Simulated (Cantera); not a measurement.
Charge: 1 mol Si, 3.6 mol F2, at 823 K and 100000 Pa.

Method: chemical equilibrium by Gibbs-energy minimisation in Cantera with the NASA 1993 tables (ideal gas, pure condensed phases). Candidate condensed phases: Si; 9 gas species. Equilibrium is a limit: real reactors are often held back by kinetics, nucleation or transport.

Base state: F2 0.608, SiF4 0.383, F 0.00914 (mole fractions); condensed: gas only.

### Question
What changes in the equilibrium state with this change: temperature from 823 K to 623.15 K?

### Answer
| species | before | after |
|---|---|---|
| F2 | 0.608 | 0.615 |
| SiF4 | 0.383 | 0.385 |
| F | 0.00914 | 0.000202 |

### Question
What changes in the equilibrium state with this change: F2 from 3.6 to 0.56 mol?

### Answer
```json
[
 {"species": "SiF4", "before": "0.383", "after": "1.000"},
 {"species": "SiF3", "before": "<1e-9", "after": "2.53e-5"},
 {"species": "F2", "before": "0.608", "after": "<1e-9"},
 {"species": "F", "before": "0.00914", "after": "<1e-9"},
 {"species": "Si(s), mol", "before": "0", "after": "0.720"}
]
```
The tables' values for SiF3 are old estimates; treat these amounts as uncertain.
